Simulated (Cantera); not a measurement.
Input: 1 mol Si, 9.8 mol Cl2, held at 1448 K and 1.50 Pa.

Method: chemical equilibrium by Gibbs-energy minimisation in Cantera with the NASA 1993 tables (ideal gas, pure condensed phases). Candidate condensed phases: Si; 9 gas species. The tables' values for SiCl3 are old estimates; treat these amounts as uncertain. The numbers say what is thermodynamically allowed, not how fast it happens.

Base state: Cl 0.932, SiCl4 0.0578, Cl2 0.00787, SiCl3 0.00240, SiCl2 0.000365 (mole fractions); condensed: gas only.

Task: What changes in the equilibrium state with this change: Cl2 from 9.8 to 1 mol?

Result: 
```json
[
 {"species": "SiCl2", "before": "0.000365", "after": "0.990"},
 {"species": "SiCl3", "before": "0.00240", "after": "0.00767"},
 {"species": "Cl", "before": "0.932", "after": "0.00110"},
 {"species": "SiCl4", "before": "0.0578", "after": "0.000218"},
 {"species": "Cl2", "before": "0.00787", "after": "1.10e-8"},
 {"species": "SiCl", "before": "<1e-9", "after": "0.000494"},
 {"species": "Si", "before": "<1e-9", "after": "0.000195"},
 {"species": "Si(s), mol", "before": "0", "after": "0.00415"}
]
```
The tables' values for SiCl3, SiCl are old estimates; treat these amounts as uncertain.

Task: What changes in the equilibrium state with this change: Cl2 from 9.8 to 0.88 mol?

Result: 
| species | before | after |
|---|---|---|
| SiCl2 | 0.000365 | 0.990 |
| SiCl3 | 0.00240 | 0.00767 |
| Cl | 0.932 | 0.00110 |
| SiCl4 | 0.0578 | 0.000218 |
| Cl2 | 0.00787 | 1.10e-8 |
| SiCl | <1e-9 | 0.000494 |
| Si(s), mol | 0 | 0.124 |
The tables' values for SiCl3, SiCl are old estimates; treat these amounts as uncertain.
